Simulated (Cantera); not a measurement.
Input (Python, Cantera) and output of one run.

```python
import numpy as np
import cantera as ct

gas_names = """
    C CN CO CO2 C2 CCN CNC C2N2 C2O C3 C3O2 C4 C4N2 C5 Fe FeC5O5 FeO N NCO NO NO2 NO3 N2 N2O O O2 O3
""".split()
cond_names = """
    C(gr) Fe(a) Fe(c) Fe(d) Fe(L) FeC5O5(L) FeO(s) FeO(L) Fe2O3(s) Fe3O4(s)
""".split()


# ... load() reads the species with a 1 bar reference pressure and builds the phases ...
atoms = {
    'Fe(CO)5': {'Fe': 1, 'C': 5, 'O': 5},
    'CO': {'C': 1, 'O': 1},
    'N2': {'N': 2},
}
top_T = {'C(gr)': 4500, 'Fe2O3(s)': 1830, 'Fe3O4(s)': 1870}  # K; cautious upper limits of use, not melting points


# ... equilibrate(T, P, feed) seeds the gas with the atoms and calls Mixture.equilibrate('TP', solver="vcs", rtol=1e-11, max_steps=5000) ...
results = []
feed = {'Fe(CO)5': 1, 'CO': 0.49, 'N2': 4.1}  # mol
P = 133.322  # Pa
for T in [848, 898, 948, 998, 1048, 1098, 1148, 1198, 1248, 1298, 1348, 1398]:
    mix = equilibrate(T, P, feed)
    results.append((T, P, feed, dict(zip(mix.species_names, mix.species_moles))))

top = {s: max(r[3][s] / sum(r[3][g] for g in gas_names) for r in results) for s in gas_names}
cols = sorted((s for s in top if top[s] > 1e-06), key=lambda s: -top[s])[:6]
seen = [c for c in cond_names if any(r[3].get(c, 0) > 1e-12 for r in results)]
print("log10 of partial pressures in bar; condensed amounts in mol")
print(f"{'T/K':>10s}" + "".join(f"{s[:9]:>10s}" for s in cols + seen))
for T, P, feed, n in results:
    ng = sum(n[g] for g in gas_names)
    print(f"{T:10.4g}" + "".join(f"{np.log10(max(n[s] / ng * P / 1e5, 1e-99)):10.3f}" for s in cols)
          + "".join(f"{n.get(c, 0):10.4g}" for c in seen))
```

Result:

```
log10 of partial pressures in bar; condensed amounts in mol
       T/K        CO        N2       CO2        Fe     C(gr)     Fe(a)     Fe(c)
       848    -3.128    -3.240    -4.897   -17.667   0.09026         1         0
       898    -3.120    -3.243    -5.471   -16.257   0.02425         1         0
       948    -3.118    -3.244    -5.993   -14.999  0.007306         1         0
       998    -3.118    -3.244    -6.464   -13.870  0.002473         1         0
      1048    -3.117    -3.244    -6.889   -12.853 0.0009292         1         0
      1098    -3.117    -3.244    -7.274   -11.934 0.0003825         1         0
      1148    -3.117    -3.244    -7.625   -11.098 0.0001705         1         0
      1198    -3.117    -3.244    -7.946   -10.334 8.145e-05         0         1
      1248    -3.117    -3.244    -8.240    -9.633 4.138e-05         0         1
      1298    -3.117    -3.244    -8.511    -8.987 2.219e-05         0         1
      1348    -3.117    -3.244    -8.760    -8.390 1.249e-05         0         1
      1398    -3.117    -3.244    -8.991    -7.836 7.332e-06         0    0.9999
```

Method: chemical equilibrium by Gibbs-energy minimisation in Cantera with the NASA 1993 tables (ideal gas, pure condensed phases). Condensed phases not in the tables: cementite and carbon dissolved in iron.
